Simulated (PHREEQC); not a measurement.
Make-up at 88 °C: 0.062 mol/kgw FeCl3. Closed to the air; pH follows from the charge balance.

The numbers come from PHREEQC with the ion-association model, phreeqc.dat.

Precipitation was switched off in this run.

Question: Predict the pH.

Answer: pH 1.68.

Question: In which forms is Cl present?

Answer: Cl- 83 %, FeCl+2 16 %, FeCl2+ 1.0 % of the Cl.

Saturation is exceeded, for instance for Hematite (slow to form), Goethite (slow to form); the values hold only as long as no solid forms. Complexes and solids missing from the database can't appear. Away from 25 °C the constants follow the database's enthalpies or fits; those with neither stay at their 25 °C values.
